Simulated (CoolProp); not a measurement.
Properties of nitrous oxide along the isobar 4090 kPa (Tc = 36.4 °C, pc = 7245 kPa, ω = 0.161).

Values from CoolProp's reference Helmholtz-energy equation of state, Lemmon 2006. It is a short technical equation, of lower accuracy than the large ones.

```csv
T (°C),phase,density (kg/m³),cp (kJ/(kg K)),cv (kJ/(kg K)),isothermal compressibility (1/MPa)
-56.35,liquid,1139,1.756,0.9272,0.001835
-44.65,liquid,1100,1.794,0.9197,0.002297
-32.95,liquid,1058,1.848,0.9141,0.002954
-21.35,liquid,1013,1.926,0.9104,0.003939
-9.65,liquid,962.8,2.047,0.9088,0.005593
2.05,liquid,903.1,2.263,0.9108,0.008867
13.65,gas,113.5,1.981,0.9003,0.4417
25.35,gas,99.61,1.542,0.8327,0.3674
37.05,gas,90.46,1.359,0.8034,0.3337
48.75,gas,83.61,1.261,0.7905,0.3138
```
